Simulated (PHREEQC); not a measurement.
Dissolve 0.087 mol/kgw Cu(NO3)2, 0.00015 mol/kgw HCl and 0.001 mol/kgw NaCl at 25 °C. Closed to the air; pH follows from the charge balance.

The numbers come from PHREEQC with the ion-association model, phreeqc.dat.

```json
[
 {"quantity": "pH", "before": "3.89", "after": "4.44"},
 {"quantity": "Cl- (mol/kgw)", "before": "0.00107", "after": "0.000225"},
 {"quantity": "CuCl+ (mol/kgw)", "before": "7.56e-5", "after": "5.01e-6"},
 {"quantity": "Cu2(OH)2+2 (mol/kgw)", "before": "6.01e-6", "after": "4.98e-6"},
 {"quantity": "Cu(OH)2 (mol/kgw)", "before": "3.03e-8", "after": "1.27e-7"},
 {"quantity": "SI of Halite (NaCl)", "before": "-7.83", "after": "-9.09"}
]
```

Task: What was changed between the two runs?
A. temperature from 25 to 70 °C
B. diluted 5-fold with water
C. HCl from 0.00015 to 0.0015 mol/kgw
D. Cu(NO3)2 from 0.087 to 0.435 mol/kgw
E. NaCl from 0.001 to 0.0001 mol/kgw

Result: B, diluted 5-fold with water

No solid was allowed to form.
